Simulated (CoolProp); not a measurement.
Vapour-liquid equilibrium of R143a (1) + R1234yf (2) at -66.05 °C; x and y are mole fractions of (1).

Computed with CoolProp (multi-fluid Helmholtz-energy mixture model, Lemmon and Jacobsen 2000 and Lemmon 2022; pair parameters Bell 2016).

| x | bubble pressure (kPa) | y at the bubble point | dew pressure at overall composition x (kPa) | liquid density (mol/L) |
|---|---|---|---|---|
| 0.05 | 15.87 | 0.134 | 14.94 | 12.04 |
| 0.15 | 18.58 | 0.335 | 16.06 | 12.25 |
| 0.25 | 21.12 | 0.479 | 17.34 | 12.48 |
| 0.35 | 23.52 | 0.590 | 18.82 | 12.71 |
| 0.45 | 25.83 | 0.680 | 20.56 | 12.95 |
| 0.55 | 28.07 | 0.755 | 22.61 | 13.21 |
| 0.65 | 30.27 | 0.820 | 25.03 | 13.47 |
| 0.75 | 32.43 | 0.878 | 27.92 | 13.74 |
| 0.85 | 34.58 | 0.930 | 31.37 | 14.03 |
| 0.95 | 36.73 | 0.977 | 35.47 | 14.32 |

No azeotrope shows between x = 0.05 and 0.95.

The pair parameters rest on a limited set of measurements; away from them the model extrapolates.
